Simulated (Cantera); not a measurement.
A freely propagating, adiabatic, planar premixed flame of C2H6 : O2 : N2 : CO2 = 1 : 2.92 : 11 : 0.11 (molar parts), equivalence ratio 1.2, unburnt at 450 K and 0.128 atm; mixture-averaged transport, grid criteria slope 0.08 and curve 0.16, no radiation.

Computed with Cantera and GRI-Mech 3.0 (53 species, 325 reactions). Burning velocities carry a grid error of a few per cent, more on coarse grids.

Question: Predict: laminar burning velocity; thermal thickness; peak x(CH4); peak x(C2H4); peak x(H2).

Answer: 
| Item | Result |
|---|---|
| laminar burning velocity | 99.5 cm/s |
| thermal thickness | 2.11 mm |
| peak x(CH4) | 0.00342 |
| peak x(C2H4) | 0.00631 |
| peak x(H2) | 0.0392 |
